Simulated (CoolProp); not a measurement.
Vapour-liquid equilibrium of ethane (1) + hydrogen chloride (2) at -104.65 °C; x and y are mole fractions of (1).

Model: multi-fluid Helmholtz-energy mixture model, Bücker 2006 and Thol 2018; pair parameters Bell 2016, in CoolProp.

Q: Give the bubble pressure and the first vapour's composition at x = 0.125, 0.575, 0.65. Is there an azeotrope?

A: x = 0.125: 0.04870 MPa, y = 0.461; x = 0.575: 0.05434 MPa, y = 0.558; x = 0.65: 0.05419 MPa, y = 0.571. y crosses x between x = 0.5 and 0.575: the model has an azeotrope there.

The pair parameters rest on a limited set of measurements; away from them the model extrapolates. With so large a gap from Raoult's law the liquid may split in two, which this calculation doesn't test in full.
